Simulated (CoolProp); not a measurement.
Properties of hydrogen chloride along the isotherm 228.6 K (Tc = 324.7 K, pc = 8314 kPa, ω = 0.130).

Computed with CoolProp (reference Helmholtz-energy equation of state, Thol 2018).

```
p (kPa)   phase        Z  cv (kJ/(kg K))  Joule-Thomson coefficient (K/MPa)  expansivity (1/kK)  fugacity coefficient
-------  ------  -------  --------------  ---------------------------------  ------------------  --------------------
39.4        gas   0.9944          0.5768                              32.03               4.461                0.9944
63.7        gas   0.9909          0.5806                              31.96               4.516                0.9910
103         gas   0.9852          0.5868                              31.84               4.607                0.9854
166         gas   0.9759          0.5970                              31.66               4.760                0.9765
269         gas   0.9604          0.6141                              31.38               5.032                0.9619
434         gas   0.9344          0.6431                              30.95               5.533                0.9385
701      liquid  0.01248          0.9646                            -0.2006               2.741                0.8410
1130     liquid  0.02010          0.9646                            -0.2027               2.725                0.5257
1830     liquid  0.03250          0.9645                            -0.2061               2.699                0.3287
2960     liquid  0.05246          0.9645                            -0.2114               2.659                0.2073
4780     liquid  0.08441          0.9645                            -0.2195               2.598                0.1326
7720     liquid   0.1356          0.9647                            -0.2315               2.508               0.08646
12500    liquid   0.2177          0.9654                            -0.2485               2.381               0.05805
```
